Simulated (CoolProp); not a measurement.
R1224YDZ along the isobar 12.8 MPa: density (kg/m³) from the reference equation and from simpler models built on Tc = 155.5 °C, pc = 3.334 MPa, ω = 0.325; each cubic takes its own stable root.

Values from CoolProp's reference Helmholtz-energy equation of state, Akasaka 2023.

```
T (°C)   phase  reference
------  ------  ---------
-58.95  liquid       1590
-52.95  liquid       1577
-46.85  liquid       1563
-40.85  liquid       1550
-34.75  liquid       1536
-28.75  liquid       1523
-22.65  liquid       1509
-16.65  liquid       1496
-10.55  liquid       1482
-4.55   liquid       1468
1.55    liquid       1455
```

Task: How far does each simpler model (van der Waals, Redlich-Kwong, Peng-Robinson) lie from the reference over these 11 states: mean and median of the absolute difference, and the worst?

Result: 
- van der Waals: mean 39.3 %, median 39.3 %, worst -40.2 % at -58.95 °C and 12.8 MPa
- Redlich-Kwong: mean 12.6 %, median 12.5 %, worst -13.1 % at -58.95 °C and 12.8 MPa
- Peng-Robinson: mean 0.8 %, median 0.8 %, worst +1.6 % at 1.55 °C and 12.8 MPa
